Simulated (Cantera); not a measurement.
A closed system holds: 1 mol Si3N4, 0.26 mol H2O, 4.6 mol N2, equilibrated at 2050 K and 3.80 Pa.

Equilibrium computed with Cantera from the NASA thermochemical tables; the gas is ideal and each condensed phase is pure. The tables' values for SiN are old estimates; treat these amounts as uncertain. Rates play no part.

| species | before | after |
|---|---|---|
| N2 | 0.658 | 0.919 |
| SiO | 0.0259 | 0.0362 |
| H2 | 0.00871 | 0.0344 |
| Si | 0.272 | 0.00580 |
| H | 0.0344 | 0.00364 |
| Si2 | 0.000424 | 6.76e-5 |
| Si2N | 5.29e-5 | 0.000187 |
| SiN | 0.000315 | 0.000149 |
| SiH | 9.47e-5 | 7.51e-5 |
| Si3 | 1.19e-5 | 1.41e-5 |
| Si(l), mol | 0 | 2.69 |
Gas species are given as mole fractions.

**Question.** Name the change that produced these shifts.
A) temperature from 2050 K to 1150 K
B) temperature from 2050 K to 1873.15 K
C) temperature from 2050 K to 1323.15 K
D) pressure from 3.80 Pa to 13.3 mbar

**Answer.** D, pressure from 3.80 Pa to 13.3 mbar
